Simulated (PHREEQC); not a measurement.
PHREEQC input (ion-association model, wateq4f.dat):

```
SOLUTION_MASTER_SPECIES
  An  An-  0  An  62.0  # stands for a non-complexing anion
SOLUTION_SPECIES
  An- = An-
    -log_k 0
    -gamma 3.0 0
PHASES
  Fix_H+
    H+ = H+
    -log_k 0
SOLUTION 1
  temp 25
  units mmol/kgw
  pH 7 charge
  F 0.0021
  Na 50.0021
  S(6) 0.05
  Ag 0.1
  Cl 0.00116
  Ca 0.00058
  An 50
END
SELECTED_OUTPUT 1
  -reset false
  -pH true
  -pe true
  -ionic_strength true
  -water true
  -totals Ag Ca Cl F Na S S(-2) S(6)
  -molalities Hfo_wOH Hfo_wOH2+ Hfo_wO- Hfo_sOH Hfo_sOH2+ Hfo_sO- Hfo_wSO4- Hfo_wOHSO4-2 Hfo_sOAg Hfo_wOAg
    Hfo_wF Hfo_wOHF- Hfo_sOHCa+2 Hfo_wOCa+
  -saturation_indices Gypsum Fluorite Portlandite Cerargyrite Ag2O Ag2SO4 Halite Mirabilite
USER_PUNCH 1
  -headings sigma psi
  10 PUNCH EDL("sigma", "Hfo"), EDL("psi", "Hfo")
PRINT
  -reset false
USE solution 1
SURFACE 1
  Hfo_wOH 3.37079e-05 600 0.015
  Hfo_sOH 8.42697e-07
EQUILIBRIUM_PHASES 1
  Fix_H+ -3 HAn 10
    -force_equality true
  O2(g) -0.68 10
END
# ... the last block is repeated for the other 16 points of pH, with NaOH or the acid as the point needs
```

Selected output (columns that matter, 12 of 17 rows; pH added in front):

```
pH	mu	Ag	Ca	F	Na	S	si_Gypsum	si_Fluorite	si_Portlandite	si_Cerargyrite	si_Ag2O	si_Halite	si_Mirabilite	sigma
3	0.051312	0.0001	5.8e-07	2.0557e-06	0.050002	3.9024e-05	-6.8016	-8.2157	-23.367	-0.4135	-14.755	-9.0447	-6.4816	0.1321
3.5	0.050511	0.0001	5.8e-07	2.032e-06	0.050002	3.9127e-05	-6.7829	-7.8222	-22.365	-0.4126	-13.754	-9.0438	-6.4636	0.12901
4.5	0.050178	9.9995e-05	5.8e-07	2.0163e-06	0.050002	4.0679e-05	-6.7586	-7.5843	-20.364	-0.4123	-11.754	-9.0434	-6.4395	0.11706
5	0.050154	9.9968e-05	5.8e-07	2.0212e-06	0.050002	4.2546e-05	-6.7386	-7.5605	-19.364	-0.4123	-10.754	-9.0434	-6.4195	0.10414
6	0.050145	9.9587e-05	5.7999e-07	2.0486e-06	0.050002	4.7286e-05	-6.6925	-7.5397	-17.365	-0.4138	-8.7571	-9.0432	-6.3734	0.070026
6.5	0.050145	9.9317e-05	5.7999e-07	2.0679e-06	0.050002	4.8981e-05	-6.6773	-7.5309	-16.365	-0.4149	-7.7594	-9.0431	-6.3581	0.051575
7.5	0.050143	9.8852e-05	5.7987e-07	2.0937e-06	0.050002	4.9961e-05	-6.6687	-7.5199	-14.365	-0.4167	-5.7635	-9.0428	-6.3494	0.016641
8	0.050144	9.8153e-05	5.7913e-07	2.0977e-06	0.050005	4.9995e-05	-6.669	-7.5188	-13.365	-0.4195	-4.7697	-9.0425	-6.3491	0.0028529
9	0.050157	9.1708e-05	5.417e-07	2.0997e-06	0.050025	5e-05	-6.6981	-7.547	-11.394	-0.4462	-2.8294	-9.0392	-6.3488	-0.024572
9.5	0.050184	8.4503e-05	4.4537e-07	2.0999e-06	0.050061	5e-05	-6.7833	-7.6322	-10.479	-0.479	-1.902	-9.0354	-6.3482	-0.038953
10.5	0.050535	7.3858e-05	2.8104e-07	2.1e-06	0.050426	5e-05	-6.9863	-7.8346	-8.6815	-0.5422	-0.04	-9.0267	-6.3435	-0.054035
11	0.05138	7.2422e-05	2.5082e-07	2.1e-06	0.051277	5e-05	-7.0429	-7.8901	-7.7355	-0.5753	0.8893	-9.0177	-6.3326	-0.057092
```

Along this series the solution becomes supersaturated in solids that the run did not let form, among them Ag2O. The oxide is taken as insoluble; below pH 4 it would dissolve.
